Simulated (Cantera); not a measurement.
A closed system holds: 1 mol Ti, 24 mol H2O, 1.8 mol CO, equilibrated at 2300000 Pa.

Method: chemical equilibrium by Gibbs-energy minimisation in Cantera with the NASA 1993 tables (ideal gas, pure condensed phases). Candidate condensed phases: C, C6H6, C7H8, C8H18, H2O, Ti, TiC, TiO, TiO2, Ti2O3, Ti3O5, Ti4O7; 113 gas species. Gases not in the tables: TiO(OH)2. Kinetics and transport are ignored. All values below are at 1748 K.

Base state: H2O 0.808, H2 0.123, CO2 0.0451, CO 0.0247, H 1.67e-5 (mole fractions); condensed: TiO2(rutile).

Question: What changes in the equilibrium state with this change: Ti replaced by Fe?

Answer: 
```json
[
 {"species": "H2O", "before": "0.808", "after": "0.841"},
 {"species": "H2", "before": "0.123", "after": "0.0892"},
 {"species": "CO2", "before": "0.0451", "after": "0.0504"},
 {"species": "CO", "before": "0.0247", "after": "0.0193"},
 {"species": "Fe(OH)2", "before": "0", "after": "8.97e-5"},
 {"species": "H", "before": "1.67e-5", "after": "1.42e-5"},
 {"species": "TiO2(rutile), mol", "before": "1.00", "after": "0"},
 {"species": "FeO(l), mol", "before": "0", "after": "0.998"}
]
```
The tables' stoichiometric FeO is somewhat more stable than real wüstite, so its field is too wide. FeO: taken at fixed stoichiometry. Further candidate phases: Fe, Fe(CO)5, FeO, Fe(OH)2, Fe(OH)3, Fe2O3, Fe3O4.

Question: What changes in the equilibrium state with this change: Ti replaced by Al?

Answer: 
| species | before | after |
|---|---|---|
| H2O | 0.808 | 0.824 |
| H2 | 0.123 | 0.106 |
| CO2 | 0.0451 | 0.0477 |
| CO | 0.0247 | 0.0221 |
| H | 1.67e-5 | 1.55e-5 |
| TiO2(rutile), mol | 1.00 | 0 |
| Al2O3(s), mol | 0 | 0.500 |
Gases not in the tables: Al(OH)3. Further candidate phases: Al, Al2O3.

Question: What changes in the equilibrium state with this change: Ti replaced by Cu?

Answer: 
```json
[
 {"species": "H2O", "before": "0.808", "after": "0.874"},
 {"species": "CO2", "before": "0.0451", "after": "0.0565"},
 {"species": "H2", "before": "0.123", "after": "0.0565"},
 {"species": "CO", "before": "0.0247", "after": "0.0132"},
 {"species": "Cu", "before": "0", "after": "1.27e-5"},
 {"species": "OH", "before": "6.41e-6", "after": "1.02e-5"},
 {"species": "H", "before": "1.67e-5", "after": "1.13e-5"},
 {"species": "TiO2(rutile), mol", "before": "1.00", "after": "0"},
 {"species": "Cu(l), mol", "before": "0", "after": "1.000"}
]
```
Further candidate phases: Cu, CuO, Cu(OH)2, Cu2O.
